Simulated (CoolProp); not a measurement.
Model: reference Helmholtz-energy equation of state, Lemmon 2006, in CoolProp. It is a short technical equation, of lower accuracy than the large ones.

For carbonyl sulfide, give the phase and the Z, cp (kJ/(kg K)), cv (kJ/(kg K)), speed of sound (m/s) at 620 K and 269 bar.


- 620 K and 269 bar: supercritical; Z 0.869, cp 1.18, cv 0.765, speed of sound 350
